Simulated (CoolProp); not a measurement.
Vapour-liquid equilibrium of hexamethyldisiloxane (MM) (1) + toluene (2) at 0.00884 MPa; x and y are mole fractions of (1).

The numbers come from the multi-fluid Helmholtz-energy mixture model, Thol 2016 and Lemmon 2006; pair parameters Bell 2016 in CoolProp.

```tsv
x	bubble temperature (°C)	y at the bubble point	dew temperature at overall composition x (°C)	liquid density (mol/L)
0.05	41.5	0.090	(withheld)	8.802
0.125	40.2	0.207	41.1	8.281
0.2	39.1	0.307	40.3	7.807
0.275	38.2	0.393	39.5	7.375
0.35	37.4	(withheld)	38.7	6.980
0.425	36.7	0.536	37.8	6.618
0.5	36.1	0.597	(withheld)	6.285
0.575	35.7	0.655	36.3	5.978
0.65	35.3	0.711	35.7	5.694
0.725	34.9	0.767	35.2	5.431
0.8	34.7	0.824	34.8	5.187
0.875	34.5	(withheld)	34.5	4.960
0.95	34.4	0.951	34.4	4.749
```

Question: Complete the blanks.

Answer: 
- 0.05, dew temperature at overall composition x (°C): 42.0
- 0.35, y at the bubble point: 0.468
- 0.5, dew temperature at overall composition x (°C): 37.1
- 0.875, y at the bubble point: 0.884

No azeotrope shows between x = 0.05 and 0.95.

The pair parameters rest on a limited set of measurements; away from them the model extrapolates.
